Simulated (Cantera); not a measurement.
Charge: 1 mol SiC, 0.45 mol O₂, 58 mol H₂, equilibrated at 0.133 bar.

These are equilibrium values from Cantera (NASA tables, ideal gas, pure condensed phases), not measurements of a reactor. Candidate condensed phases: C, C₆H₆, C₇H₈, C₈H₁₈, H₂O, Si, SiC, SiO₂; 123 gas species. Equilibrium is a limit: real reactors are often held back by kinetics, nucleation or transport. All values below are at 1625 K.

Base state: H₂ 0.985, SiO 0.00764, CO 0.00763, H 0.000192, H₂O 1.33e-5, CH₄ 1.07e-5 (mole fractions); condensed: SiC(s).

### Question
What changes in the equilibrium state with this change: O₂ from 0.45 to 1.9 mol?

### Answer
```csv
species,before,after
H₂,0.985,0.969
CO,0.00763,0.0169
H₂O,1.33e-5,0.0135
SiO,0.00764,2.57e-5
CO₂,3.32e-8,7.56e-5
CH₄,1.07e-5,2.22e-8
H,0.000192,0.000190
"SiC(s), mol",0.550,0
"SiO₂(β-quartz), mol",0,0.998
```
The tables hold silica as quartz up to 1696 K and as liquid above; real silica turns to tridymite and cristobalite and melts near 1996 K.
